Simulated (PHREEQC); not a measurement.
Solution (25 °C): 20 mmol/kgw TMAH, 120 mmol/kgw K2SO4 and 0.0033 mmol/kgw CO2. Closed to the air; pH follows from the charge balance.

All values are PHREEQC results (ion-association model, phreeqc.dat), not measurements.

| quantity | before | after |
|---|---|---|
| pH | 12.12 | 6.92 |
| ionic strength (mol/kgw) | 0.319 | 0.319 |
| K+ (mol/kgw) | 0.210 | 0.210 |
| SO4-2 (mol/kgw) | 0.0896 | 0.0896 |
| KSO4- (mol/kgw) | 0.0305 | 0.0305 |

Problem. Which change was made?
(A) CO2 left out
(B) CO2 from 3.3e-06 to 6.6e-07 mol/kgw
(C) TMAH replaced by (CH3)4NCl at the same molality
(D) TMAH replaced by (CH3)4NF at the same molality
(E) TMAH from 0.02 to 0.022 mol/kgw

Solution. D, TMAH replaced by (CH3)4NF at the same molality

This is a speciation only: nothing precipitates in the calculation. (CH3)4N+ isn't in the database: it is added as a free cation with an ion size of 4 Å.
